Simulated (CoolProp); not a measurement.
A simple Rankine cycle with R114: condensing at 303.15 K, boiler at 1.4 MPa, turbine inlet 412.5 K, turbine efficiency 0.7, pump efficiency 0.8, no recuperator. Each further row changes one setting.

Computed with CoolProp (reference Helmholtz-energy equation of state, Platzer 1990). This equation is an older, rougher fit; its heat capacities, sound speeds and derivatives of the liquid may be far off and weren't checked against measurements.

| case | thermal efficiency (%) | net work (kJ/kg) | heat in (kJ/kg) | turbine exit temperature (K) | volume ratio over the turbine |
|---|---|---|---|---|---|
| as stated | 9.8 | 19.5 | 199 | 374.2 | 5.89 |
| turbine inlet 432.5 K | 9.7 | 20.9 | ? | ? | 5.75 |
| condensing temperature 295.15 K | 10.9 | ? | 207 | 369.7 | ? |
| boiler pressure 0.98 MPa | ? | ? | 203 | 383.9 | 3.96 |
| turbine efficiency 0.6 | ? | 16.6 | 199 | 378.0 | ? |

Some entries are withheld; supply them.


- turbine inlet 432.5 K, heat in (kJ/kg): 217
- turbine inlet 432.5 K, turbine exit temperature (K): 394.7
- condensing temperature 295.15 K, net work (kJ/kg): 22.5
- condensing temperature 295.15 K, volume ratio over the turbine: 7.57
- boiler pressure 0.98 MPa, thermal efficiency (%): 8.0
- boiler pressure 0.98 MPa, net work (kJ/kg): 16.3
- turbine efficiency 0.6, thermal efficiency (%): 8.3
- turbine efficiency 0.6, volume ratio over the turbine: 5.96
